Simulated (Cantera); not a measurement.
Input: 1 mol SiH2Cl2, 1.4 mol H2O, held at 650 K and 0.533 Torr.

Method: chemical equilibrium by Gibbs-energy minimisation in Cantera with the NASA 1993 tables (ideal gas, pure condensed phases). Candidate condensed phases: H2O, Si, SiO2; 30 gas species. Kinetics and transport are ignored.

Problem. What is the equilibrium state?

Solution. 
- x(H2) = 0.645
- x(HCl) = 0.258
- x(SiCl4) = 0.0968
- x(SiHCl3) = 1.96e-5
- n(SiO2(α-quartz)) = 0.700 mol
- gas amount = 3.100 mol
- log10 activity of Si(s) (absent) = -10.58
